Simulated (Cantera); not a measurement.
A perfectly stirred reactor is fed with CH3OH : O2 : N2 = 1 : 2.54 : 9.56 (molar parts), equivalence ratio 0.59, at 5.00 bar; it is adiabatic with a 625 K inlet, and is followed from long to short residence time, starting on the burning branch (τ in s: 0.027, 0.013, 0.0064, 0.0031, 0.0015, 0.00074, 0.00036, 0.00017, 8.4e-05, 4.1e-05).

Cantera simulation using GRI-Mech 3.0 (53 species, 325 reactions); the numbers are that mechanism's predictions, not measurements. GRI-Mech 3.0 was tuned for natural gas; its chemistry of methanol as a main component is partial and can be far from experiment.

Task: What does this change do: inlet temperature 625 to 400 K?

Result: 
```tsv
quantity	before	after
blow-out, bracketed by the residence times tried	burning at 84.0 µs, out at 41.0 µs	burning at 0.360 ms, out at 0.170 ms
x(CH3OH) at τ = 27.0 ms	2.67e-6	5.60e-6
x(O2) at τ = 27.0 ms	0.0763	0.0765
x(H2) at τ = 27.0 ms	8.54e-5	5.41e-5
x(CO) at τ = 27.0 ms	0.000322	0.000349
x(O) at τ = 27.0 ms	8.97e-5	4.42e-5
x(CH3OH) at τ = 0.740 ms	3.78e-5	7.64e-5
x(O2) at τ = 0.740 ms	0.0773	0.0784
x(H2) at τ = 0.740 ms	0.000581	0.000503
x(CO) at τ = 0.740 ms	0.00330	0.00458
x(O) at τ = 0.740 ms	0.000513	0.000303
```

Task: What does this change do: pressure from 5.00 bar to 1.01 bar?

Result: 
```tsv
quantity	before	after
blow-out, bracketed by the residence times tried	burning at 84.0 µs, out at 41.0 µs	burning at 0.170 ms, out at 84.0 µs
x(CH3OH) at τ = 27.0 ms	2.67e-6	5.18e-6
x(O2) at τ = 27.0 ms	0.0763	0.0762
x(H2) at τ = 27.0 ms	8.54e-5	0.000409
x(CO) at τ = 27.0 ms	0.000322	0.00117
x(O) at τ = 27.0 ms	8.97e-5	0.000466
x(CH3OH) at τ = 0.740 ms	3.78e-5	6.07e-5
x(O2) at τ = 0.740 ms	0.0773	0.0791
x(H2) at τ = 0.740 ms	0.000581	0.00251
x(CO) at τ = 0.740 ms	0.00330	0.00884
x(O) at τ = 0.740 ms	0.000513	0.00271
```
